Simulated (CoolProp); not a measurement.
Vapour-liquid equilibrium of propylene (1) + R134a (2) at 186.8 K; x and y are mole fractions of (1).

Model: multi-fluid Helmholtz-energy mixture model, Lemmon 2013 and Tillner-Roth 1994; pair parameters Bell 2016, in CoolProp.

```
x     bubble pressure (kPa)  y at the bubble point  dew pressure at overall composition x (kPa)  liquid density (mol/L)
----  ---------------------  ---------------------  -------------------------------------------  ----------------------
0.05                  4.928                  0.587                                        2.237                   15.15
0.15                  8.477                  0.778                                        2.491                   15.14
0.25                  10.20                  0.825                                        2.810                   15.14
0.35                  10.91                  0.842                                        3.222                   15.15
0.45                  11.14                  0.848                                        3.774                   15.17
0.55                  11.19                  0.850                                        4.552                   15.20
0.65                  11.24                  0.852                                        5.729                   15.25
0.75                  11.35                  0.860                                        7.691                   15.32
0.85                  11.50                  0.884                                        11.19                   15.41
0.95                  11.54                  0.943                                        11.52                   15.53
```

y crosses x between x = 0.85 and 0.95: the model has an azeotrope there.

The pair parameters rest on a limited set of measurements; away from them the model extrapolates. With so large a gap from Raoult's law the liquid may split in two, which this calculation doesn't test in full.
